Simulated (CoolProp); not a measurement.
C2F6 (R116) at 340.76 K and 2.25 MPa flows at 3.2 m/s in a round tube of 25 mm bore and 1.5 µm roughness, fully developed (64/Re and Nu = 3.66 if laminar; Colebrook and Gnielinski if turbulent). Each further row changes one setting.

Model: reference Helmholtz-energy equation of state, Lemmon 2006, in CoolProp. It is a short technical equation, of lower accuracy than the large ones.

| case | Reynolds number | Darcy friction factor | pressure drop (Pa/m) | heat-transfer coefficient (W/(m² K)) | mass flow (kg/h) |
|---|---|---|---|---|---|
| as stated | 588000 | 0.0137 | 364 | 701 | 736 |
| velocity 6.4 m/s | 1180000 | 0.0126 | 1340 | 1290 | 1470 |
| diameter 50 mm | 1180000 | 0.0120 | 160 | 615 | 2940 |

Viscosity comes from a separate model (Huber 2003), an estimate that may be off by 10 % or more. Thermal conductivity comes from a separate model (Huber 2003), an estimate that may be off by 10 % or more.
